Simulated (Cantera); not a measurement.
# Pyrogenic steam for wet oxidation

A perfectly stirred reactor is fed with H2 : O2 : N2 : H2O = 1.4 : 1 : 2 : 0.0056 (molar parts), equivalence ratio 0.70, at 750 Torr; it is held at 1125 K, and followed from long to short residence time.

Detailed kinetics in Cantera: the H2/O2 subset of GRI-Mech 3.0, which has no nitrogen chemistry. The temperature is held fixed by assumption; the heat of reaction is taken as removed at once.

```
τ (s)      x H2    x O2   x H2O2       x O       x H     x HO2  x H2O
------  -------  ------  -------  --------  --------  --------  -----
0.87    0.00298  0.0823  1.44e-5   2.11e-6   1.24e-6   4.75e-5  0.376
0.48    0.00435  0.0829  2.26e-5   3.25e-6   2.17e-6   6.05e-5  0.374
0.27    0.00621  0.0837  3.32e-5   4.82e-6   3.69e-6   7.52e-5  0.372
0.15    0.00878  0.0849  4.62e-5   7.11e-6   6.32e-6   9.19e-5  0.369
0.081    0.0122  0.0865  6.02e-5   1.06e-5   1.11e-5  0.000110  0.365
0.045    0.0160  0.0882  6.98e-5   1.58e-5   1.89e-5  0.000127  0.360
0.025    0.0197  0.0899  7.16e-5   2.42e-5   3.25e-5  0.000143  0.356
0.014    0.0230  0.0914  6.44e-5   3.81e-5   5.60e-5  0.000155  0.352
0.0076   0.0261  0.0928  5.12e-5   6.28e-5  0.000100  0.000165  0.348
0.0042   0.0294  0.0943  3.86e-5  0.000102  0.000177  0.000173  0.344
```
x: mole fraction; the columns are a selection and need not sum to one.
